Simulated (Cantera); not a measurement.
What does this Cantera script print?

```python
import numpy as np
import cantera as ct

gas_names = """
    CL CL2 H HCL H2 N NH NH2 NH3 N2 N2H2 N2H4 Si SiCL SiCL2 SiCL3 SiCL4 SiH SiHCL3 SiH2 SiH2CL2 SiH3
    SiH3CL SiH4 SiN Si2 Si2N Si3
""".split()
cond_names = """
    NH4CL(a) NH4CL(b) Si(cr) Si(L) Si3N4(a)
""".split()


def load(file, names, dense=False):
    # The tables refer to 1 bar. Condensed volumes are neglected.
    table = {s.name: s for s in ct.Species.list_from_file(file)}
    out = []
    for n in names:
        d = dict(table[n].input_data)
        d["thermo"] = dict(d["thermo"], **{"reference-pressure": 1e5})
        if dense:
            d["equation-of-state"] = {"model": "constant-volume", "density": "1e6 g/cm^3"}
        out.append(ct.Species.from_dict(d))
    return out


gas = ct.Solution(thermo="ideal-gas", species=load("nasa_gas.yaml", gas_names))
cond = {s.name: ct.Solution(thermo="fixed-stoichiometry", species=[s], name=s.name)
        for s in load("nasa_condensed.yaml", cond_names, dense=True)}
atoms = {
    'SiH2Cl2': {'Si': 1, 'H': 2, 'CL': 2},
    'NH3': {'N': 1, 'H': 3},
    'H2': {'H': 2},
    'N2': {'N': 2},
}
top_T = {'Si3N4(a)': 2400}  # K; cautious upper limits of use, not melting points


def equilibrate(T, P, feed):
    n = {}
    for name, mol in feed.items():
        for a, k in atoms[name].items():
            n[a] = n.get(a, 0.0) + k * mol
    gas.TPX = T, P, n
    mass = sum(n.values()) * gas.mean_molecular_weight
    gas.equilibrate("TP")
    valid = [c for c in cond.values() if c.min_temp <= T <= top_T.get(c.name, c.max_temp)]
    mix = ct.Mixture([(gas, mass / gas.mean_molecular_weight)] + [(c, 0.0) for c in valid])
    mix.T, mix.P = T, P
    mix.equilibrate("TP", solver="vcs", rtol=1e-11, max_steps=5000)
    return mix


results = []
feed = {'SiH2Cl2': 1, 'NH3': 7.5, 'H2': 0.23, 'N2': 76}  # mol
T = 1698.15  # K
P = 1333.22  # Pa
mix = equilibrate(T, P, feed)
results.append((T, P, feed, dict(zip(mix.species_names, mix.species_moles))))
print(gas.report(threshold=0.0001))
for i in range(1, mix.n_phases):
    print(f"{mix.phase(i).name:16s} {mix.phase_moles(i):12.5e} mol")
```

Output:

```
       temperature   1698.2 K
          pressure   1333.2 Pa
           density   0.0023637 kg/m^3
  mean mol. weight   25.032 kg/kmol
   phase of matter   gas

                          1 kg             1 kmol
                     ---------------   ---------------
          enthalpy        1.7263e+06        4.3213e+07  J
   internal energy        1.1622e+06        2.9093e+07  J
           entropy             11118        2.7831e+05  J/K
    Gibbs function       -1.7154e+07       -4.2939e+08  J
 heat capacity c_p              1402             35095  J/K
 heat capacity c_v            1069.9             26781  J/K

                      mass frac. Y      mole frac. X     chem. pot. / RT
                     ---------------   ---------------   ---------------
                 H        1.7912e-05        0.00044482           -12.681
               HCL          0.024946          0.017128           -40.707
                H2          0.010132           0.12581           -25.362
                N2           0.95613           0.85436           -30.877
             SiCL2         0.0086044          0.002176           -62.316
     [  +23 minor]        0.00016928        8.4306e-05

Si(L)             0.00000e+00 mol
Si3N4(a)          2.64916e-01 mol
```

Equilibrium computed with Cantera from the NASA thermochemical tables; the gas is ideal and each condensed phase is pure. The tables' values for SiCl are old estimates; treat these amounts as uncertain.
